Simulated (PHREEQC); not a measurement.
Make-up at 25 °C: 33 mmol/kgw H2SO4, 2.9 mmol/kgw ZnSO4 and 0.37 mmol/kgw MgSO4. Closed to the air; pH follows from the charge balance.

The numbers come from PHREEQC with the ion-association model, wateq4f.dat.

Question: The ionic strength comes out as 0.0613 mol/kgw. What activity coefficients do HSO4-, Mg+2, SO4-2, H+, Zn(SO4)2-2 get?

Answer: HSO4- 0.81, Mg+2 0.46, SO4-2 0.43, H+ 0.85, Zn(SO4)2-2 0.43.

No solid was allowed to form. Complexes and solids missing from the database can't appear.
